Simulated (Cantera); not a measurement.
A perfectly stirred reactor is fed with 7.95 % H₂, 8.37 % O₂, 83.7 % N₂, at 100.0 Torr; it is held at 900 K, and followed from long to short residence time.

Detailed kinetics in Cantera: the H2/O2 subset of GRI-Mech 3.0, which has no nitrogen chemistry. Radical loss at walls, strong at low pressure, is not modelled. Below about 950 K walls govern HO2 and H2O2 in real vessels. The temperature is held fixed by assumption; the heat of reaction is taken as removed at once.

**Question.** Predict: x(H₂) at τ = 0.410 s; x(O₂) at τ = 0.410 s; x(HO₂) at τ = 0.410 s; x(O) at τ = 0.410 s; x(H₂O₂) at τ = 0.410 s; x(H₂) at τ = 50.0 ms; x(O₂) at τ = 50.0 ms; x(HO₂) at τ = 50.0 ms; x(O) at τ = 50.0 ms; x(H₂O₂) at τ = 50.0 ms.

**Answer.** 
- x(H₂) at τ = 0.410 s = 0.00268
- x(O₂) at τ = 0.410 s = 0.0470
- x(HO₂) at τ = 0.410 s = 7.24e-6
- x(O) at τ = 0.410 s = 5.93e-5
- x(H₂O₂) at τ = 0.410 s = 3.83e-7
- x(H₂) at τ = 50.0 ms = 0.00739
- x(O₂) at τ = 50.0 ms = 0.0492
- x(HO₂) at τ = 50.0 ms = 8.79e-6
- x(O) at τ = 50.0 ms = 0.000192
- x(H₂O₂) at τ = 50.0 ms = 3.51e-7
